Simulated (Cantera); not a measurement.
Fluorocarbon and chlorocarbon gases: CHF₃ + H₂

Feed: 1 mol CHF₃, 0.23 mol H₂, equilibrated at 0.133 bar.

Method: chemical equilibrium by Gibbs-energy minimisation in Cantera with the NASA 1993 tables (ideal gas, pure condensed phases). Candidate condensed phases: C, C₆H₆, C₇H₈, C₈H₁₈; 95 gas species. Gases not in the tables: C₂F₆ and larger saturated fluorocarbons. Equilibrium is a limit: real reactors are often held back by kinetics, nucleation or transport.

```csv
T (K),x HF,x CF₄,x CF₂,x F,n C(graphite)
923,0.791,0.209,3.96e-11,<1e-12,0.615
1073,0.791,0.209,6.83e-9,2.50e-10,0.615
1223,0.791,0.209,3.29e-7,1.93e-8,0.615
1373,0.791,0.209,6.71e-6,5.78e-7,0.615
1523,0.791,0.209,7.50e-5,8.86e-6,0.615
1673,0.791,0.208,0.000538,8.34e-5,0.614
1823,0.790,0.206,0.00277,0.000542,0.612
1973,0.785,0.200,0.0109,0.00264,0.606
2123,0.771,0.182,0.0339,0.0101,0.586
```
x: gas mole fraction; n: condensed amount in mol.

From 923 K to 2123 K the condensed part is C(graphite). The main C-bearing gas is CF₄ throughout.
